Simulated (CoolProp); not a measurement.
Vapour pressure (MPa) of hydrogen chloride: the reference equation beside estimates from Tc = 51.5 °C, pc = 8.314 MPa, ω = 0.130. Clausius-Clapeyron is anchored at -5.25 °C with a constant enthalpy of vaporisation of 11.80 kJ/mol.

The numbers come from the reference Helmholtz-energy equation of state, Thol 2018 in CoolProp.

| T (°C) | reference | Lee-Kesler | Clausius-Clapeyron | van der Waals | Redlich-Kwong | Peng-Robinson |
|---|---|---|---|---|---|---|
| -28.65 | 1.127 | 1.136 | 1.357 | 2.395 | 1.308 | 1.131 |
| -22.75 | 1.358 | 1.372 | 1.555 | 2.684 | 1.566 | 1.366 |
| -16.95 | 1.618 | 1.636 | 1.768 | 2.990 | 1.853 | 1.630 |
| -11.15 | 1.913 | 1.936 | 1.999 | 3.317 | 2.174 | 1.930 |
| -5.25 | 2.252 | 2.279 | 2.252 | 3.671 | 2.537 | 2.275 |
| 0.55 | 2.627 | 2.657 | 2.519 | 4.042 | 2.933 | 2.656 |
| 6.45 | 3.053 | 3.086 | 2.811 | 4.443 | 3.377 | 3.090 |
| 12.25 | 3.521 | 3.556 | 3.116 | 4.859 | 3.855 | 3.565 |
| 18.05 | 4.040 | 4.076 | 3.440 | 5.300 | 4.376 | 4.092 |
| 23.95 | 4.626 | 4.661 | 3.790 | 5.772 | 4.953 | 4.684 |

Absolute difference from the reference over all 10 rows, mean and median: Lee-Kesler 1.0 and 1.1 %, Clausius-Clapeyron 10.5 and 10.4 %, van der Waals 62.5 and 58.4 %, Redlich-Kwong 11.9 and 12.2 %, Peng-Robinson 1.0 and 1.1 %.
